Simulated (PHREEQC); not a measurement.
Model water analysis in mmol/kgw, 25 °C, pH 5.8, pe 1.1: Na 0.00569; K 0.000691; Ca 0.00134; Mg 0.00144; Cl 0.0066; S(6) 0.00121; Alkalinity (meq/kgw) 0.00301; Sr 4.42e-06; Fe(2) 1.63e-05; Zn 1.5e-06; Mn(2) 7.24e-05; Si 6.8e-05; B 4.22e-06.

Valence states are taken as typed.

Computed with PHREEQC (ion-association model, wateq4f.dat).

Each row changes one thing in this solution. Precipitation was switched off in this run.

```
case                                               ionic strength (mol/kgw)  CO2 (mol/kgw)  HCO3- (mol/kgw)  MgSO4 (mol/kgw)  CaSO4 (mol/kgw)  HSO4- (mol/kgw)  SI of Quartz (SiO2)
-------------------------------------------------  ------------------------  -------------  ---------------  ---------------  ---------------  ---------------  -------------------
as made                                                             1.78e-5        1.63e-5          4.60e-6         3.92e-10         3.11e-10         1.84e-10                -3.19
temperature from 25 to 30 °C at the same typed pH                   1.78e-5        1.54e-5          4.59e-6         4.45e-10         3.25e-10         2.05e-10                -3.26
pH from 5.8 to 5.5 at the same alkalinity                           1.93e-5        4.37e-5          6.19e-6         3.91e-10         3.10e-10         3.66e-10                -3.19
all concentrations times 4 at the same typed pH                     6.62e-5        4.80e-5          1.36e-5          6.04e-9          4.78e-9         7.23e-10                -2.59
```
